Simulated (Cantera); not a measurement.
# Equilibrium for oxide etching and cleaning by halides: SiO₂ + HCl + N₂

Charge: 1 mol SiO₂, 4.7 mol HCl, 0.39 mol N₂, held at 1048.15 K and 0.133 bar.

Method: chemical equilibrium by Gibbs-energy minimisation in Cantera with the NASA 1993 tables (ideal gas, pure condensed phases). Candidate condensed phases: H₂O, NH₄Cl, Si, SiO₂, Si₂N₂O, Si₃N₄; 47 gas species. Rates play no part.

```yaml
x(HCl): 0.923
x(N₂): 0.0766
x(H₂O): 0.000120
x(SiCl₄): 6.01e-5
x(H₂): 9.99e-6
x(Cl₂): 7.16e-6
x(Cl): 5.66e-6
n(SiO₂(β-quartz)): 1.000 mol
gas_amount: 5.090 mol
log10 activity of Si(s) (absent): -19.20
```
